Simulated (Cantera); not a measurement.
A closed system holds: 1 mol CH3SiH3, 110 mol H2, equilibrated at 0.100 bar.

Equilibrium computed with Cantera from the NASA thermochemical tables; the gas is ideal and each condensed phase is pure. Candidate condensed phases: C, C6H6, C7H8, C8H18, Si, SiC; 87 gas species. The feed counts by its element totals alone. Gases not in the tables: Si2H6 and higher silanes. Equilibrium is a limit: real reactors are often held back by kinetics, nucleation or transport. All values below are at 1800 °C.

Base state: H2 0.991, H 0.00828, Si 0.000211, C2H2 (acetylene) 0.000138, SiH 3.81e-5, SiH2 3.32e-5, CH4 1.17e-5 (mole fractions); condensed: SiC(s).

Question: What changes in the equilibrium state with this change: pressure from 0.100 bar to 0.0100 bar?

Answer: 
| species | before | after |
|---|---|---|
| H2 | 0.991 | 0.972 |
| H | 0.00828 | 0.0259 |
| Si | 0.000211 | 0.00104 |
| SiC2 | 1.37e-6 | 2.79e-5 |
| CH4 | 1.17e-5 | 2.28e-6 |
| Si2C | 7.76e-6 | 3.82e-5 |
| C2H2 (acetylene) | 0.000138 | 0.000559 |
| SiH2 | 3.32e-5 | 1.60e-5 |
| SiC(s), mol | 0.966 | 0.861 |

Question: What changes in the equilibrium state with this change: pressure from 0.100 bar to 0.00230 bar?

Answer: 
| species | before | after |
|---|---|---|
| H2 | 0.991 | 0.942 |
| H | 0.00828 | 0.0532 |
| Si | 0.000211 | 0.00308 |
| SiC2 | 1.37e-6 | 0.000177 |
| CH4 | 1.17e-5 | 7.19e-7 |
| Si2C | 7.76e-6 | 0.000114 |
| C2H2 (acetylene) | 0.000138 | 0.00115 |
| SiC(s), mol | 0.966 | 0.582 |
| C(graphite), mol | 0 | 0.0933 |
